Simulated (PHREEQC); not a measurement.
Solution (64 °C): 0.00038 mol/kgw HCl, 0.00052 mol/kgw AlCl3 and 0.028 mol/kgw MnSO4. Closed to the air; pH follows from the charge balance.

The numbers come from PHREEQC with the ion-association model, wateq4f.dat.

```yaml
pH: 3.87
ionic_strength: 0.0602 mol/kgw
total_alkalinity: -0.380 meq/kg
```

| species | molality | activity | log γ |
|---|---|---|---|
| Mn+2 | 0.0150 | 0.00652 | -0.362 |
| SO4-2 | 0.0143 | 0.00587 | -0.385 |
| MnSO4 | 0.0130 | 0.0131 | 0.006 |
| Cl- | 0.00189 | 0.00149 | -0.104 |
| AlSO4+ | 0.000364 | 0.000290 | -0.099 |
| HSO4- | 0.000254 | 0.000202 | -0.099 |
| H+ | 0.000161 | 0.000135 | -0.078 |
| Al(SO4)2- | 7.94e-5 | 6.33e-5 | -0.099 |

This is a speciation only: nothing precipitates in the calculation. The solution is supersaturated, for example in Boehmite (slow to form), Gibbsite (slow to form), so a real one may precipitate; this is no full list. Constants without temperature data keep their 25 °C values here.
